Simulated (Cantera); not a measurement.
Mixture: H2 : O2 : N2 = 1 : 0.562 : 2.11 (molar parts), equivalence ratio 0.89, at 338 Torr, adiabatic and at constant volume. Ignition delay is the time to a rise of 400 K.

Model: the H2/O2 subset of GRI-Mech 3.0, which has no nitrogen chemistry, integrated in Cantera. Where the delays flatten at high temperature, the 400 K rule measures the pace of heat release, not the induction time.

Q: What does this change do: constant pressure in place of constant volume?

A: 
```csv
quantity,before,after
delay at 1300 K,67.4 µs,78.1 µs
delay at 1375 K,54.7 µs,66.7 µs
delay at 1450 K,47.5 µs,61.1 µs
delay at 1525 K,43.8 µs,59.2 µs
delay at 1600 K,42.6 µs,59.9 µs
delay at 1675 K,43.2 µs,62.7 µs
```

Q: What does this change do: H2 1 to 1.4 parts?

A: 
```json
[
 {"quantity": "delay at 1300 K", "before": "67.4 µs", "after": "66.4 µs"},
 {"quantity": "delay at 1375 K", "before": "54.7 µs", "after": "52.8 µs"},
 {"quantity": "delay at 1450 K", "before": "47.5 µs", "after": "44.8 µs"},
 {"quantity": "delay at 1525 K", "before": "43.8 µs", "after": "40.4 µs"},
 {"quantity": "delay at 1600 K", "before": "42.6 µs", "after": "38.4 µs"},
 {"quantity": "delay at 1675 K", "before": "43.2 µs", "after": "38.2 µs"}
]
```

Q: What does this change do: O2 0.562 to 0.18 parts?

A: 
```tsv
quantity	before	after
delay at 1300 K	67.4 µs	0.214 ms
delay at 1375 K	54.7 µs	0.197 ms
delay at 1450 K	47.5 µs	0.194 ms
delay at 1525 K	43.8 µs	0.201 ms
delay at 1600 K	42.6 µs	0.215 ms
delay at 1675 K	43.2 µs	0.235 ms
```
